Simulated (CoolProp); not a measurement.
Vapour-liquid equilibrium of m-xylene (1) + n-nonane (2) at 457 K; x and y are mole fractions of (1).

Values from CoolProp's multi-fluid Helmholtz-energy mixture model, Zhou 2012 and Lemmon 2006; pair parameters Bell 2016.

Task: Give the bubble pressure and the first vapour's composition at x = 0.35, 0.55, 0.65. Is there an azeotrope?

Result: x = 0.35: 0.2668 MPa, y = 0.425; x = 0.55: 0.2817 MPa, y = 0.604; x = 0.65: 0.2870 MPa, y = 0.688. No azeotrope shows between x = 0.05 and 0.95.

The pair parameters rest on a limited set of measurements; away from them the model extrapolates.
